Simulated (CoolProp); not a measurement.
The numbers come from the reference Helmholtz-energy equation of state, Lemmon 2016 in CoolProp.

For R227EA, give the phase and the speed of sound (m/s), conductivity (mW/(m K)) at 43.65 °C and 9.73 MPa; -87.65 °C and 5.4 MPa; 82.25 °C and 0.0238 MPa.


- 43.65 °C and 9.73 MPa: liquid; speed of sound 450, conductivity 60.9
- -87.65 °C and 5.4 MPa: liquid; speed of sound 916, conductivity 87.2
- 82.25 °C and 0.0238 MPa: gas; speed of sound 135, conductivity 17.6

Thermal conductivity comes from a separate model (Huber 2003), an estimate that may be off by 10 % or more.
